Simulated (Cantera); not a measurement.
An isothermal, constant-pressure homogeneous reactor starts with CO : O2 : H2O : N2 = 0.0015 : 0.03 : 0.00051 : 1 (molar parts), equivalence ratio 0.025, at 950 K and 140000 Pa. Integrator tolerance rtol = 1e-08.

Detailed kinetics in Cantera: GRI-Mech 3.0 (53 species, 325 reactions).

Question: What does this change do: temperature 950 to 1475 K?

Answer: 
```json
[
 {"quantity": "x(CO) at 10.0 s", "before": "0.00129 (gas-phase equilibrium <1e-12)", "after": "2.45e-8 (gas-phase equilibrium 2.47e-8)"},
 {"quantity": "x(O2) at 10.0 s", "before": "0.0290 (gas-phase equilibrium 0.0284)", "after": "0.0284 (gas-phase equilibrium 0.0281)"},
 {"quantity": "x(H2O) at 10.0 s", "before": "0.000494 (gas-phase equilibrium 0.000495)", "after": "0.000493 (gas-phase equilibrium 0.000493)"},
 {"quantity": "x(N2O) at 10.0 s", "before": "3.28e-8 (gas-phase equilibrium 8.19e-10)", "after": "3.58e-8 (gas-phase equilibrium 3.58e-8)"},
 {"quantity": "x(H2O2) at 10.0 s", "before": "3.82e-8 (gas-phase equilibrium <1e-12)", "after": "1.76e-11 (gas-phase equilibrium 1.76e-11)"},
 {"quantity": "x(O) at 10.0 s", "before": "2.18e-8 (gas-phase equilibrium 4.55e-12)", "after": "4.11e-7 (gas-phase equilibrium 4.10e-7)"},
 {"quantity": "x(NO) at 10.0 s", "before": "2.12e-12 (gas-phase equilibrium 7.19e-6)", "after": "1.37e-6 (gas-phase equilibrium 0.000441)"}
]
```
